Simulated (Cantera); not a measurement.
Charge: 1 mol Si, 1.1 mol CO2, a varied amount of N2, 3.1 mol H2O, held at 1748 K and 33.0 Pa.

Cantera equilibrium calculation (NASA polynomials, part measured and part estimated; ideal gas, pure solids and liquids). Candidate condensed phases: C, C6H6, C7H8, C8H18, H2O, Si, SiC, SiO2, Si2N2O, Si3N4; 151 gas species. The tables hold silica as quartz up to 1696 K and as liquid above; real silica turns to tridymite and cristobalite and melts near 1996 K. The numbers say what is thermodynamically allowed, not how fast it happens.

x: gas mole fraction; n: condensed amount in mol.

```
n(N2) (mol)   x N2       x H2O        x H2        x CO       x CO2  n SiO2(condensed)
-----------  -----  ----------  ----------  ----------  ----------  -----------------
19           0.816      0.0811      0.0505      0.0327      0.0145              0.966
30           0.875      0.0553      0.0338      0.0221     0.01000              0.951
48           0.917      0.0365      0.0217      0.0143     0.00668              0.927
77           0.946      0.0237      0.0135     0.00910     0.00442              0.891
120          0.964  (withheld)  (withheld)  (withheld)  (withheld)              0.842
200          0.978  (withheld)  (withheld)  (withheld)  (withheld)         (withheld)
320          0.986     0.00635     0.00282     0.00209     0.00130              0.661
510          0.991     0.00412     0.00161     0.00125    0.000887              0.528
830          0.994     0.00262    0.000872    0.000719    0.000598              0.347
```

Complete the blanks.


- 200, x H2O: 0.00981
- 200, x H2: 0.00486
- 200, x CO: 0.00345
- 200, x CO2: 0.00193
- 200, n SiO2(condensed): 0.762
- 120, x H2O: 0.0158
- 120, x H2: 0.00851
- 120, x CO: 0.00584
- 120, x CO2: 0.00299
